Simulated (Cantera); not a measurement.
A freely propagating, adiabatic, planar premixed flame of H₂ : O₂ : N₂ = 1 : 0.167 : 0.627 (molar parts), unburnt at 598 K and 90.0 Torr; mixture-averaged transport, grid criteria slope 0.08 and curve 0.16, no radiation.

Detailed kinetics in Cantera: the H2/O2 subset of GRI-Mech 3.0, which has no nitrogen chemistry. Burning velocities carry a grid error of a few per cent, more on coarse grids.

Q: What does this change do: H2 1 to 0.77 parts?

A: 
```json
[
 {"quantity": "laminar burning velocity", "before": "601 cm/s", "after": "659 cm/s"},
 {"quantity": "thermal thickness", "before": "7.71 mm", "after": "7.19 mm"},
 {"quantity": "peak x(O)", "before": "0.00226", "after": "0.00401"},
 {"quantity": "peak x(H₂O₂)", "before": "3.52e-7", "after": "3.80e-7"},
 {"quantity": "peak x(H)", "before": "0.111", "after": "0.131"}
]
```

Q: What does this change do: O2 0.167 to 0.21 parts?

A: 
```tsv
quantity	before	after
laminar burning velocity	601 cm/s	739 cm/s
thermal thickness	7.71 mm	6.92 mm
peak x(O)	0.00226	0.00441
peak x(H₂O₂)	3.52e-7	3.72e-7
peak x(H)	0.111	0.146
```
